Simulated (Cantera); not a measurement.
An adiabatic, constant-volume homogeneous reactor starts with 5.81 % CH3OH, 14.1 % O2, 80.1 % N2, at 1650 K and 91000 Pa.

Cantera simulation using GRI-Mech 3.0 (53 species, 325 reactions); the numbers are that mechanism's predictions, not measurements. GRI-Mech 3.0 was tuned for natural gas; its chemistry of methanol as a main component is partial and can be far from experiment.

One state of this run: T (K) = 2615; P (bar) = 1.51; x CH3OH = <1e-12; x O2 = 0.0490; x OH = 0.0128; x C2H = <1e-12; x H = 0.00206; x CH2 = <1e-12. x: mole fraction; the columns are a selection and need not sum to one.

Problem. Which value of t (s) does it belong to?
(A) 4.20e-5
(B) 0.00426
(C) 9.06e-5
(D) 0.000196

Solution. B, 0.00426
